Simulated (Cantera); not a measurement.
Feed: 1 mol PbO, 0.019 mol H₂O, 3.1 mol H₂, at 1423.15 K and 13300 Pa.

Equilibrium computed with Cantera from the NASA thermochemical tables; the gas is ideal and each condensed phase is pure. Candidate condensed phases: H₂O, Pb, PbO, PbO₂, Pb₃O₄; 12 gas species. Kinetics and transport are ignored.

Base state: H₂ 0.617, H₂O 0.299, Pb 0.0842, Pb₂ 2.10e-5, H 1.43e-5 (mole fractions); condensed: Pb(l).

### Question
What changes in the equilibrium state with this change: temperature from 1423.15 K to 1375 K?

### Answer
```tsv
species	before	after
H₂	0.617	0.640
H₂O	0.299	0.311
Pb	0.0842	0.0492
Pb₂	2.10e-5	8.62e-6
H	1.43e-5	7.51e-6
Pb(l), mol	0.713	0.838
```

### Question
What changes in the equilibrium state with this change: PbO replaced by Fe₃O₄?

### Answer
```csv
species,before,after
H₂,0.617,0.673
H₂O,0.299,0.327
H,1.43e-5,1.50e-5
Pb,0.0842,0
Pb₂,2.10e-5,0
"Pb(l), mol",0.713,0
"FeO(s), mol",0,3.00
```
The tables' stoichiometric FeO is somewhat more stable than real wüstite, so its field is too wide. FeO: taken at fixed stoichiometry. Further candidate phases: Fe, FeO, Fe(OH)₂, Fe(OH)₃, Fe₂O₃, Fe₃O₄.
